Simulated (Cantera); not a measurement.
An adiabatic, constant-volume homogeneous reactor starts with 2.45 % CH4, 2.94 % CO, 19.9 % O2, 74.7 % N2, at 1675 K and 0.720 bar.

Model: GRI-Mech 3.0 (53 species, 325 reactions), integrated in Cantera.

### Question
Predict: time of steepest temperature rise; temperature at 9.00 s; equilibrium temperature; x(CO) at 9.00 s; x(O2) at 9.00 s; x(N2O) at 9.00 s.

### Answer
```json
{
  "time_of_steepest_temperature_rise": "0.276 ms",
  "temperature at 9.00 s": "2449 K",
  "equilibrium_temperature": "2449 K",
  "x(CO) at 9.00 s": "0.00389 (gas-phase equilibrium 0.00389)",
  "x(O2) at 9.00 s": "0.127 (gas-phase equilibrium 0.127)",
  "x(N2O) at 9.00 s": "8.77e-7 (gas-phase equilibrium 8.77e-7)"
}
```
